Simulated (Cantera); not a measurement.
Input: 1 mol C, 1.9 mol CO₂, at 10000 Pa.

Method: chemical equilibrium by Gibbs-energy minimisation in Cantera with the NASA 1993 tables (ideal gas, pure condensed phases). Candidate condensed phases: C; 23 gas species. Ions and electrons are included (thermal ionisation). The numbers say what is thermodynamically allowed, not how fast it happens. All values below are at 4250 K.

Base state: CO 0.764, O 0.234, O₂ 0.000998, CO₂ 0.000952, C 3.13e-5 (mole fractions); condensed: gas only.

Problem. What changes in the equilibrium state with this change: CO₂ from 1.9 to 0.033 mol?

Solution. 
| species | before | after |
|---|---|---|
| C | 3.13e-5 | 0.438 |
| C₃ | <1e-9 | 0.273 |
| C₂ | <1e-9 | 0.173 |
| CO | 0.764 | 0.111 |
| O | 0.234 | 2.44e-6 |
| C₅ | <1e-9 | 0.00288 |
| C₄ | <1e-9 | 0.00242 |
| O₂ | 0.000998 | <1e-9 |
| CO₂ | 0.000952 | 1.44e-9 |
